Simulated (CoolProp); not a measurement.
Computed with CoolProp (reference Helmholtz-energy equation of state, Gao 2020).

**Question.** For ammonia, give the phase and the Joule-Thomson coefficient (K/MPa), isothermal compressibility (1/MPa) at 45.45 °C and 9.63 bar.

**Answer.** 
- 45.45 °C and 9.63 bar: gas; Joule-Thomson coefficient 21.1, isothermal compressibility 1.14
